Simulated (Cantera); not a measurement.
## Ignition delay

Mixture: CH4 : O2 : N2 = 1 : 1.11 : 4.18 (molar parts), equivalence ratio 1.8, at 47000 Pa, adiabatic and at constant pressure. Ignition delay is the time to a rise of 400 K.

Cantera simulation using GRI-Mech 3.0 (53 species, 325 reactions); the numbers are that mechanism's predictions, not measurements.

```
T0 (K)  delay (ms)
------  ----------
1175           172
1275          40.6
1375          11.0
1475          3.44
1575          1.28
1675         0.556
1775         0.277
1875         0.152
1975        0.0908
2075        0.0575
```

| Property | Result |
|---|---|
| apparent activation energy between 1875 and 2075 K | 160 kJ/mol |
